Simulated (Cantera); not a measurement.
Feed: 1 mol MgO, 0.5 mol C, 0.78 mol CO, 1 mol CH4, held at 2073 K and 1 atm.

Method: chemical equilibrium by Gibbs-energy minimisation in Cantera with the NASA 1993 tables (ideal gas, pure condensed phases). Candidate condensed phases: C, C6H6, C7H8, C8H18, H2O, Mg, MgCO3, MgO, Mg(OH)2; 116 gas species. The tables' values for MgH are old estimates; treat these amounts as uncertain. Equilibrium is a limit: real reactors are often held back by kinetics, nucleation or transport.

Base state: H2 0.416, CO 0.372, Mg 0.207, MgH 0.00218, H 0.00169, C2H2 (acetylene) 0.000510, CH4 6.17e-5, H2O 1.39e-5 (mole fractions); condensed: C(graphite).

### Question
What changes in the equilibrium state with this change: MgO replaced by CuO?

### Answer
```csv
species,before,after
H2,0.416,0.523
CO,0.372,0.467
Cu,0,0.00817
Mg,0.207,0
MgH,0.00218,0
Cu2,0,4.29e-5
"C(graphite), mol",0.495,0.495
"Cu(l), mol",0,0.969
```
Further candidate phases: Cu, CuO, Cu(OH)2, Cu2O.

### Question
What changes in the equilibrium state with this change: MgO replaced by Fe3O4?

### Answer
```
species             before     after
----------------  --------  --------
CO                   0.372     0.484
H2                   0.416     0.316
H2O                1.39e-5     0.150
Mg                   0.207         0
CO2                2.57e-6    0.0474
Fe                       0  0.000792
MgH                0.00218         0
C2H2 (acetylene)  0.000510     <1e-9
C(graphite), mol     0.495         0
Fe(l), mol               0      1.34
FeO(l), mol              0      1.65
```
Each liquid is taken as pure. Mutual solubility and eutectic melting of coexisting phases are not modelled. The tables' stoichiometric FeO is somewhat more stable than real wüstite, so its field is too wide. FeO: taken at fixed stoichiometry. Further candidate phases: Fe, Fe(CO)5, FeO, Fe(OH)2, Fe(OH)3, Fe2O3, Fe3O4.

### Question
What changes in the equilibrium state with this change: pressure from 1 atm to 0.143 Torr?

### Answer
```json
[
 {"species": "CO", "before": "0.372", "after": "0.352"},
 {"species": "H2", "before": "0.416", "after": "0.339"},
 {"species": "Mg", "before": "0.207", "after": "0.198"},
 {"species": "H", "before": "0.00169", "after": "0.111"},
 {"species": "CH4", "before": "6.17e-5", "after": "7.70e-9"},
 {"species": "H2O", "before": "1.39e-5", "after": "2.01e-9"},
 {"species": "MgH", "before": "0.00218", "after": "2.57e-5"},
 {"species": "C2H2 (acetylene)", "before": "0.000510", "after": "0.000416"},
 {"species": "C(graphite), mol", "before": "0.495", "after": "0.496"}
]
```
